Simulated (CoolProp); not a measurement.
Vapour-liquid equilibrium of R22 (1) + C3F8 (R218) (2) at 0.308 MPa; x and y are mole fractions of (1).

Values from CoolProp's multi-fluid Helmholtz-energy mixture model, Kamei 1995 and Lemmon 2006; pair parameters Bell 2016.

```
x     bubble temperature (K)  y at the bubble point  dew temperature at overall composition x (K)  liquid density (mol/L)
----  ----------------------  ---------------------  --------------------------------------------  ----------------------
0.05                   261.6                  0.127                                         263.3                   8.198
0.15                   257.6                  0.306                                         261.1                   8.693
0.25                   255.1                  0.418                                         258.8                   9.206
0.35                   253.6                  0.492                                         256.6                   9.755
0.45                   252.9                  0.544                                         254.4                   10.36
0.55                   252.6                  0.584                                         252.8                   11.04
0.65                   252.6                  0.621                                         252.7                   11.81
0.75                   252.9                  0.666                                         254.2                   12.69
0.85                   253.9                  0.735                                         256.1                   13.69
0.95                   256.6                  0.873                                         258.2                   14.78
```

y crosses x between x = 0.55 and 0.65: the model has an azeotrope there.

Pair parameters are fitted to limited data, so mixtures are less certain than the pure fluids.
